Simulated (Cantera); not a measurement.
A closed system holds: 1 mol c-C4F8, 0.0097 mol CH4, 5.6 mol H2, at 2150 K and 0.120 bar.

Equilibrium computed with Cantera from the NASA thermochemical tables; the gas is ideal and each condensed phase is pure. Candidate condensed phases: C, C6H6, C7H8, C8H18; 95 gas species. The feed counts by its element totals alone. Equilibrium is a limit: real reactors are often held back by kinetics, nucleation or transport.

Base state: HF 0.830, H2 0.165, H 0.00495, C2H2 (acetylene) 0.000320, F 1.80e-5 (mole fractions); condensed: C(graphite).

Question: What changes in the equilibrium state with this change: temperature from 2150 K to 1150 K?

Answer: 
```tsv
species	before	after
HF	0.830	0.832
H2	0.165	0.168
CH4	9.61e-7	7.95e-5
H	0.00495	8.83e-8
C2H2 (acetylene)	0.000320	6.51e-9
F	1.80e-5	<1e-9
C(graphite), mol	4.00	4.01
```

Question: What changes in the equilibrium state with this change: pressure from 0.120 bar to 0.0120 bar?

Answer: 
```csv
species,before,after
HF,0.830,0.825
H2,0.165,0.159
H,0.00495,0.0154
F,1.80e-5,5.77e-5
C2H2 (acetylene),0.000320,0.000308
"C(graphite), mol",4.00,4.00
```
